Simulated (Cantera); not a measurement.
An isothermal, constant-pressure homogeneous reactor starts with 63.3 % NO, 36.7 % N2, at 1623 K and 60000 Pa.

Model: GRI-Mech 3.0 (53 species, 325 reactions), integrated in Cantera.

x: mole fraction; the columns are a selection and need not sum to one.

```
t (s)      x NO     x N2O      x O     x NO2      x O2   x N2
--------  -----  --------  -------  --------  --------  -----
0.000700  0.633   6.55e-6  2.91e-7   6.54e-6   2.24e-8  0.367
0.00225   0.633   2.00e-5  4.06e-7   2.23e-5   2.06e-7  0.367
0.00724   0.633         ?        ?         ?         ?  0.367
0.0233    0.632         ?        ?         ?         ?  0.367
0.0748    0.631  0.000144  1.95e-6  0.000279  0.000508  0.368
0.241     0.628  0.000144  2.20e-6  0.000318   0.00208  0.369
0.774     0.618  0.000139  2.82e-6  0.000413   0.00704  0.374
2.49      0.588  0.000125  4.15e-6  0.000597    0.0221  0.390
8.00      0.506   9.16e-5  6.47e-6  0.000822    0.0625  0.430
```

Task: Fill in the missing entries.

Result: 
- 0.00724, x N2O: 5.52e-5
- 0.00724, x O: 7.71e-7
- 0.00724, x NO2: 7.65e-5
- 0.00724, x O2: 3.27e-6
- 0.0233, x N2O: 0.000114
- 0.0233, x O: 1.55e-6
- 0.0233, x NO2: 0.000208
- 0.0233, x O2: 6.18e-5
